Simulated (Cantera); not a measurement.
# Reactions in the system C-O

Cantera with NASA thermochemical tables; ideal gases at 1 bar, condensed phases pure. Values are per mole of reaction as written; species without (g) are pure solids or liquids, kept so even where they would boil at 1 bar.

3 C + 2 O₃(g) ⇌ 3 CO₂(g)

| T (K) | ΔH° (kJ) | ΔS° (J/K) | ΔG° (kJ) | log10 K |
|---|---|---|---|---|
| 1448 | -1475.0 | 134.8 | -1670.3 | 60.25 |
| 1473 | -1475.4 | 134.6 | -1673.6 | 59.35 |
| 1498 | -1475.7 | 134.4 | -1677.0 | 58.47 |
| 1523 | -1476.1 | 134.1 | -1680.3 | 57.63 |
| 1548 | -1476.5 | 133.9 | -1683.7 | 56.81 |
